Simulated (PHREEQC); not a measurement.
Solution A (0.0011 mol/kgw CdSO4, 0.00012 mol/kgw KCl and 5.9e-05 mol/kgw NiCl2) is mixed with solution B (0.0013 mol ZnCl2, 0.16 mol NaCl and 0.061 mol MnSO4 per kg of water) at 25 °C; shares are by mass of water, 1 kg in all. The system is closed to oxygen. CO2 from the air is kept out. Solids allowed: Pyrochroite, Zn(OH)2-a, Zn4(OH)6SO4, Zn5(OH)8Cl2, Cd(OH)2, CdOHCl, Ni(OH)2, Ni4(OH)6SO4, Halite, Mirabilite, Goslarite, Morenosite. Others were left out.

Equilibrium calculation in PHREEQC: ion-association model, wateq4f.dat.

```csv
share of solution B,pH,Ni+2 (mol/kgw),Cd+2 (mol/kgw),Mn+2 (mol/kgw),SO4-2 (mol/kgw),Zn+2 (mol/kgw)
0,6.56,5.33e-5,0.000936,0,0.000943,0
0.1,6.33,4.15e-5,0.000454,0.00476,0.00546,9.52e-5
0.2,6.28,3.50e-5,0.000309,0.00896,0.00946,0.000176
0.3,6.25,2.96e-5,0.000225,0.0129,0.0132,0.000252
0.4,6.23,2.47e-5,0.000166,0.0167,0.0169,0.000322
0.5,6.21,2.01e-5,0.000122,0.0204,0.0204,0.000390
0.6,6.19,1.58e-5,8.76e-5,0.0241,0.0238,0.000456
0.7,6.18,1.16e-5,5.94e-5,0.0276,0.0272,0.000519
0.8,6.16,7.60e-6,3.61e-5,0.0311,0.0305,0.000580
0.9,6.15,3.73e-6,1.65e-5,0.0345,0.0337,0.000640
1,6.14,0,0,0.0378,0.0369,0.000699
```

Complexes and solids missing from the database can't appear.
